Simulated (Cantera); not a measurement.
A Cantera script and its output.

```python
import numpy as np
import cantera as ct

gas = ct.Solution("gri30.yaml")
gas.TPX = 975, 100000, {'CH4': 1, 'O2': 2, 'N2': 7.52}
reactor = ct.IdealGasReactor(gas, energy="on", clone=False)
net = ct.ReactorNet([reactor])
net.rtol, net.atol = 1e-08, 1e-16
show = ['CH4', 'O2', 'CH3', 'CH2CO', 'H2O', 'C2H', 'C2H4']
times = np.geomspace(3e-06, 3, 13)

steps = ct.SolutionArray(gas, extra=["t"])
rows = []
print(f"{'t/s':>10s}{'T/K':>9s}{'P/Pa':>11s}" + "".join(f"{s:>11s}" for s in show))
for t in times:
    while net.time < t:
        t_next = net.step()
        steps.append(gas.state, t=t_next)
    rows.append([np.interp(t, steps.t, y) for y in (steps.T, steps.P, *steps(*show).X.T)])
    print(f"{t:10.3e}{rows[-1][0]:9.1f}{rows[-1][1]:11.4g}" + "".join(f"{x:11.3e}" for x in rows[-1][2:]))
rate = np.gradient(steps.T, steps.t)
print("integrator steps:", len(steps.t))
if steps.T.max() > steps.T[0] + 200:
    print(f"time of steepest temperature rise: {steps.t[rate.argmax()]:.4e} s")
gas.TPX = 975, 100000, {'CH4': 1, 'O2': 2, 'N2': 7.52}
gas.equilibrate("UV")
print(f"equilibrium (UV): T = {gas.T:.1f} K  " + "  ".join(f"{s} {gas[s].X[0]:.3e}" for s in show))
```

Output:

```
       t/s      T/K       P/Pa        CH4         O2        CH3      CH2CO        H2O        C2H       C2H4
 3.000e-06    975.0      1e+05  9.506e-02  1.901e-01  1.287e-11  3.320e-37  2.256e-15  8.485e-52  3.158e-23
 9.487e-06    975.0      1e+05  9.506e-02  1.901e-01  4.071e-11  3.274e-34  2.936e-14  5.626e-49  1.926e-21
 3.000e-05    975.0      1e+05  9.506e-02  1.901e-01  1.288e-10  2.870e-31  3.177e-13  3.486e-46  9.304e-20
 9.487e-05    975.0      1e+05  9.506e-02  1.901e-01  4.083e-10  1.444e-28  3.235e-12  1.407e-43  3.504e-18
 3.000e-04    975.0      1e+05  9.506e-02  1.901e-01  1.300e-09  5.754e-26  3.300e-11  5.898e-41  1.192e-16
 9.487e-04    975.0      1e+05  9.506e-02  1.901e-01  4.206e-09  1.893e-23  3.383e-10  2.532e-38  3.903e-15
 3.000e-03    975.0      1e+05  9.506e-02  1.901e-01  1.431e-08  6.800e-21  3.679e-09  1.705e-35  1.369e-13
 9.487e-03    975.0      1e+05  9.506e-02  1.901e-01  5.651e-08  3.568e-18  4.685e-08  2.846e-32  6.152e-12
 3.000e-02    975.0      1e+05  9.506e-02  1.901e-01  2.377e-07  2.987e-15  7.039e-07  9.710e-29  3.728e-10
 9.487e-02    975.0      1e+05  9.505e-02  1.901e-01  3.534e-07  3.798e-13  5.438e-06  1.919e-26  5.785e-09
 3.000e-01    975.3      1e+05  9.502e-02  1.901e-01  4.823e-07  1.371e-11  2.811e-05  1.174e-24  4.816e-08
 9.487e-01    977.3  1.002e+05  9.476e-02  1.899e-01  1.082e-06  1.831e-09  2.545e-04  7.300e-22  1.303e-06
 3.000e+00   2760.4  2.929e+05  5.499e-15  1.558e-02  3.256e-14  6.994e-17  1.596e-01  2.283e-19  6.908e-23
integrator steps: 2787
time of steepest temperature rise: 1.6955e+00 s
equilibrium (UV): T = 2760.4 K  CH4 7.083e-15  O2 1.558e-02  CH3 4.194e-14  CH2CO 7.668e-17  H2O 1.596e-01  C2H 2.437e-19  C2H4 7.571e-23
```

Cantera simulation using GRI-Mech 3.0 (53 species, 325 reactions); the numbers are that mechanism's predictions, not measurements. Below about 1000 K GRI-Mech 3.0 lacks low-temperature oxidation paths.
